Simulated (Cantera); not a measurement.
Feed: 1 mol CH₃SiH₃, 0.016 mol C₂H₄, 230 mol H₂, held at 7.50 Torr.

These are equilibrium values from Cantera (NASA tables, ideal gas, pure condensed phases), not measurements of a reactor. Candidate condensed phases: C, C₆H₆, C₇H₈, C₈H₁₈, Si, SiC; 87 gas species. The feed counts by its element totals alone. Kinetics and transport are ignored. All values below are at 2000 K.

Base state: H₂ 0.983, H 0.0161, Si 0.000391, C₂H₂ (acetylene) 0.000282, SiH 2.63e-5, Si₂C 1.07e-5 (mole fractions); condensed: SiC(s).

Question: What changes in the equilibrium state with this change: pressure from 7.50 Torr to 113 Torr?

Answer: 
```csv
species,before,after
H₂,0.983,0.996
H,0.0161,0.00419
C₂H₂ (acetylene),0.000282,9.39e-5
Si,0.000391,4.54e-5
CH₄,2.51e-6,2.21e-5
Si₂C,1.07e-5,1.24e-6
"SiC(s), mol",0.893,0.982
```
Gases not in the tables: Si₂H₆ and higher silanes.
